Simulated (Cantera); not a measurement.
# SiHCl₃ + C₃H₈ + H₂ (silicon carbide growth)

Input: 1 mol SiHCl₃, 0.83 mol C₃H₈, 21 mol H₂, equilibrated at 1.30 mbar.

Method: chemical equilibrium by Gibbs-energy minimisation in Cantera with the NASA 1993 tables (ideal gas, pure condensed phases). Candidate condensed phases: C, C₆H₆, C₇H₈, C₈H₁₈, Si, SiC; 109 gas species. The tables' values for SiCl are old estimates; treat these amounts as uncertain. Gases not in the tables: Si₂H₆ and higher silanes. Kinetics and transport are ignored.

```csv
T (K),x H₂,x HCl,x H,x Si,x Cl,x SiCl₂,x C₂H₂ (acetylene),n C(graphite),n SiC(s)
1498,0.886,0.113,0.000449,5.58e-8,4.62e-5,0.000336,7.81e-6,1.50,0.991
1548,0.886,0.113,0.000804,2.14e-7,8.19e-5,0.000419,1.39e-5,1.50,0.989
1598,0.885,0.113,0.00139,7.51e-7,0.000140,0.000516,2.38e-5,1.50,0.986
1648,0.884,0.112,0.00232,2.44e-6,0.000231,0.000625,3.96e-5,1.50,0.983
1698,0.883,0.112,0.00377,7.42e-6,0.000371,0.000748,6.36e-5,1.51,0.980
1748,0.881,0.111,0.00595,2.11e-5,0.000579,0.000882,9.95e-5,1.51,0.976
1798,0.878,0.110,0.00915,5.66e-5,0.000881,0.00103,0.000152,1.51,0.971
1848,0.874,0.109,0.0137,0.000144,0.00131,0.00118,0.000225,1.51,0.963
1898,0.868,0.108,0.0202,0.000348,0.00190,0.00134,0.000326,1.52,0.952
1948,0.859,0.106,0.0290,0.000804,0.00269,0.00151,0.000463,1.53,0.932
1998,0.847,0.104,0.0409,0.00178,0.00374,0.00167,0.000642,1.55,0.895
2048,0.830,0.101,0.0566,0.00379,0.00509,0.00181,0.000870,1.61,0.823
2098,0.807,0.0970,0.0767,0.00778,0.00678,0.00194,0.00115,1.71,0.679
```
x: gas mole fraction; n: condensed amount in mol.

From 1498 K to 2098 K the condensed part is C(graphite) + SiC(s). The main Si-bearing gas is SiCl₂ at 1498 K and Si at 2098 K. The share of Si in condensed phases is highest at 1498 K (99.1 %) and lowest at 2098 K (67.9 %).
